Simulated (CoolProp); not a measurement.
Propylene along the isobar 10.7 MPa: density (kg/m³) from the reference equation and from simpler models built on Tc = 364.2 K, pc = 4.555 MPa, ω = 0.146; each cubic takes its own stable root.

The numbers come from the reference Helmholtz-energy equation of state, Lemmon 2013 in CoolProp.

```json
[
 {"T (K)": "173.4", "phase": "liquid", "reference": "678.2"},
 {"T (K)": "192.5", "phase": "liquid", "reference": "657.6"},
 {"T (K)": "211.6", "phase": "liquid", "reference": "636.7"},
 {"T (K)": "230.8", "phase": "liquid", "reference": "615.2"},
 {"T (K)": "249.9", "phase": "liquid", "reference": "593.1"},
 {"T (K)": "269", "phase": "liquid", "reference": "570.0"},
 {"T (K)": "288.2", "phase": "liquid", "reference": "545.5"},
 {"T (K)": "307.3", "phase": "liquid", "reference": "519.3"},
 {"T (K)": "326.4", "phase": "liquid", "reference": "490.7"},
 {"T (K)": "345.5", "phase": "liquid", "reference": "458.6"},
 {"T (K)": "364.7", "phase": "supercritical", "reference": "421.4"},
 {"T (K)": "383.8", "phase": "supercritical", "reference": "376.8"},
 {"T (K)": "402.9", "phase": "supercritical", "reference": "322.5"},
 {"T (K)": "422.1", "phase": "supercritical", "reference": "263.5"},
 {"T (K)": "441.2", "phase": "supercritical", "reference": "215.7"},
 {"T (K)": "460.3", "phase": "supercritical", "reference": "183.2"}
]
```

Q: How far does each simpler model (van der Waals, Redlich-Kwong, Soave-Redlich-Kwong, Peng-Robinson) lie from the reference over these 16 states: mean and median of the absolute difference, and the worst?

A: 
- van der Waals: mean 26.4 %, median 31.7 %, worst -36.4 % at 173.4 K and 10.7 MPa
- Redlich-Kwong: mean 6.9 %, median 6.8 %, worst -10.4 % at 383.8 K and 10.7 MPa
- Soave-Redlich-Kwong: mean 7.8 %, median 6.8 %, worst -12.4 % at 402.9 K and 10.7 MPa
- Peng-Robinson: mean 4.4 %, median 5.0 %, worst +6.6 % at 249.9 K and 10.7 MPa
